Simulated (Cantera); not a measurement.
Source: NASA polynomial tables (part measured, part estimated), evaluated in Cantera. Values are per mole of reaction as written; species without (g) are pure solids or liquids, kept so even where they would boil at 1 bar.

### Question
Between 598 and 1998 K, where is each reaction favourable under standard conditions?
- 4 Li + O₂(g) = 2 Li₂O
- Zr + O₂(g) = ZrO₂(g)
- 2 C + O₂(g) = 2 CO(g)

### Answer
- 4 Li + O₂(g) = 2 Li₂O: ΔG° is -1045 kJ at 598 K and -678 kJ at 1998 K; it stays negative (K > 1). ΔH° is -1055 kJ and ΔS° -189 J/K at 1998 K.
- Zr + O₂(g) = ZrO₂(g): ΔG° is -303 kJ at 598 K and -327 kJ at 1998 K; it stays negative (K > 1). ΔH° is -305 kJ and ΔS° 11 J/K at 1998 K.
- 2 C + O₂(g) = 2 CO(g): ΔG° is -329 kJ at 598 K and -572 kJ at 1998 K; it stays negative (K > 1). ΔH° is -238 kJ and ΔS° 167 J/K at 1998 K.
